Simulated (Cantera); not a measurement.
Input: 1 mol Fe, 0.0012 mol H2S, 1.5 mol H2, at 12.0 Pa.

Cantera equilibrium calculation (NASA polynomials, part measured and part estimated; ideal gas, pure solids and liquids). Candidate condensed phases: Fe, FeS, FeS2, S; 8 gas species. FeS: taken at fixed stoichiometry. Rates play no part.

x: gas mole fraction; n: condensed amount in mol.

| T (K) | x H2 | x H2S | x H | x Fe | x SH | x S2 | n Fe(α) | n FeS(s) | n Fe(γ) |
|---|---|---|---|---|---|---|---|---|---|
| 873 | 1.000 | 0.000351 | [?] | <1e-12 | 1.09e-8 | 2.41e-9 | 0.999 | 0.000674 | 0 |
| 923 | 0.999 | 0.000571 | [?] | 2.04e-12 | 6.04e-8 | 2.43e-8 | 1.000 | 0.000343 | 0 |
| 973 | 0.999 | 0.000799 | [?] | 3.17e-11 | 2.54e-7 | 1.58e-7 | 1.00 | 0 | 0 |
| 1023 | 0.999 | 0.000798 | [?] | 3.74e-10 | 6.86e-7 | 4.68e-7 | 1.00 | 0 | 0 |
| 1073 | 0.999 | 0.000795 | [?] | 3.46e-9 | 1.68e-6 | 1.25e-6 | 1.00 | 0 | 0 |
| 1123 | 0.999 | 0.000789 | [?] | 2.60e-8 | 3.80e-6 | 3.02e-6 | 1.00 | 0 | 0 |
| 1173 | 0.999 | 0.000778 | [?] | 1.64e-7 | 7.95e-6 | 6.69e-6 | 1.00 | 0 | 0 |
| 1223 | 0.999 | 0.000757 | [?] | 8.81e-7 | 1.54e-5 | 1.35e-5 | 0 | 0 | 1.000 |
| 1273 | 0.999 | 0.000721 | [?] | 4.15e-6 | 2.78e-5 | 2.47e-5 | 0 | 0 | 1.000 |
| 1323 | 0.999 | 0.000669 | [?] | 1.73e-5 | 4.65e-5 | 4.06e-5 | 0 | 0 | 1.000 |
| 1373 | 0.999 | 0.000602 | [?] | 6.50e-5 | 7.21e-5 | 5.97e-5 | 0 | 0 | 1.000 |
| 1423 | 0.998 | 0.000524 | [?] | 0.000222 | 0.000104 | 7.91e-5 | 0 | 0 | 1.000 |

Some entries are withheld; supply them.


- 873, x H: 4.27e-9
- 923, x H: 2.23e-8
- 973, x H: 9.87e-8
- 1023, x H: 3.78e-7
- 1073, x H: 1.28e-6
- 1123, x H: 3.89e-6
- 1173, x H: 1.08e-5
- 1223, x H: 2.74e-5
- 1273, x H: 6.51e-5
- 1323, x H: 0.000145
- 1373, x H: 0.000304
- 1423, x H: 0.000606
